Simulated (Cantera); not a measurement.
A perfectly stirred reactor is fed with N₂O : H₂ : N₂ = 1 : 0.0038 : 4.4 (molar parts), at 0.0133 bar; it is held at 1375 K, and followed from long to short residence time.

Cantera simulation using GRI-Mech 3.0 (53 species, 325 reactions); the numbers are that mechanism's predictions, not measurements. GRI-Mech 3.0 was tuned for natural gas; its chemistry of N2O as a main component is partial and can be far from experiment. Radical loss at walls, strong at low pressure, is not modelled. The mechanism lacks the step 2 NO + O2 → 2 NO2, which can matter for NO2 below about 1400 K. The temperature is held fixed by assumption; the heat of reaction is taken as removed at once.

```json
[
 {"quantity": "x(N₂O) at τ = 3.60 s", "before": "0.117", "after": "0.331"},
 {"quantity": "x(H₂) at τ = 3.60 s", "before": "1.87e-5", "after": "3.69e-5"},
 {"quantity": "x(NO) at τ = 3.60 s", "before": "0.0107", "after": "0.0308"},
 {"quantity": "x(N₂) at τ = 3.60 s", "before": "0.846", "after": "0.563"},
 {"quantity": "x(OH) at τ = 3.60 s", "before": "1.88e-5", "after": "3.02e-5"},
 {"quantity": "x(N₂O) at τ = 0.180 s", "before": "0.179", "after": "0.540"},
 {"quantity": "x(H₂) at τ = 0.180 s", "before": "0.000197", "after": "0.000450"},
 {"quantity": "x(NO) at τ = 0.180 s", "before": "0.000793", "after": "0.00241"},
 {"quantity": "x(N₂) at τ = 0.180 s", "before": "0.817", "after": "0.449"},
 {"quantity": "x(OH) at τ = 0.180 s", "before": "3.01e-5", "after": "4.61e-5"}
]
```

### Question
What was changed between the two runs?
A. N2O 1 to 0.39 parts
B. N2 4.4 to 0.78 parts
C. N2O 1 to 1.4 parts
D. pressure from 0.0133 bar to 0.660 bar

### Answer
B, N2 4.4 to 0.78 parts
